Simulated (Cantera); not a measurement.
**Reactions in the system C-H-O-Ti**

Standard-state values (1 bar) from the NASA 1993 polynomials, evaluated with Cantera. Values are per mole of reaction as written; species without (g) are pure solids or liquids, kept so even where they would boil at 1 bar.

Ti₃O₅ + 2 C₂H₄(g) ⇌ C₃H₈(g) + 3 TiO(g) + CO₂(g)

```tsv
T (K)	ΔH° (kJ)	ΔS° (J/K)	ΔG° (kJ)	log10 K
2100	1714.6	390.4	894.8	-22.26
2200	1704.1	385.5	856.0	-20.32
2300	1693.6	380.9	817.7	-18.57
2400	1683.2	376.4	779.8	-16.97
2500	1672.8	372.2	742.4	-15.51
2600	1662.5	368.1	705.4	-14.17
2700	1652.3	364.3	668.8	-12.94
2800	1642.1	360.6	632.5	-11.80
2900	1631.9	357.0	596.6	-10.75
3000	1621.9	353.6	561.1	-9.77
```
